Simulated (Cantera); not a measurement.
**Thermodynamics of fluorocarbon and chlorocarbon gases, feed CH2F2 + Si**

Input: 1 mol CH2F2, 0.21 mol Si, at 0.150 bar.

Cantera equilibrium calculation (NASA polynomials, part measured and part estimated; ideal gas, pure solids and liquids). Candidate condensed phases: C, C6H6, C7H8, C8H18, Si, SiC; 113 gas species. The tables' values for SiF3, SiF2 are old estimates; treat these amounts as uncertain. Kinetics and transport are ignored.

| T (K) | log p HF | log p H2 | log p SiF4 | log p SiF3 | log p H | log p SiHF3 | log p C2H2 (acetylene) | n C(graphite) |
|---|---|---|---|---|---|---|---|---|
| 1248 | -1.01 | -1.45 | -1.75 | -6.72 | -7.06 | -6.45 | -8.07 | 1.000 |
| 1323 | -1.01 | -1.45 | -1.75 | -6.12 | -6.53 | -6.13 | -7.54 | 1.000 |
| 1398 | -1.01 | -1.45 | -1.75 | -5.59 | -6.05 | -5.85 | -7.06 | 1.000 |
| 1473 | -1.01 | -1.45 | -1.75 | -5.12 | -5.62 | -5.59 | -6.64 | 1.000 |
| 1548 | -1.01 | -1.45 | -1.76 | -4.69 | -5.24 | -5.36 | -6.26 | 1.000 |
| 1623 | -1.01 | -1.45 | -1.76 | -4.30 | -4.89 | -5.15 | -5.91 | 1.000 |
| 1698 | -1.01 | -1.45 | -1.76 | -3.95 | -4.57 | -4.97 | -5.60 | 1.000 |
| 1773 | -1.01 | -1.46 | -1.76 | -3.64 | -4.27 | -4.80 | -5.31 | 1.000 |
| 1848 | -1.01 | -1.46 | -1.77 | -3.35 | -4.00 | -4.65 | -5.05 | 1.000 |
| 1923 | -1.01 | -1.46 | -1.78 | -3.09 | -3.76 | -4.51 | -4.81 | 1.000 |
log p: log10 of the partial pressure in bar; n: condensed amount in mol.

From 1248 K to 1923 K the condensed part is C(graphite). The main Si-bearing gas is SiF4 throughout.
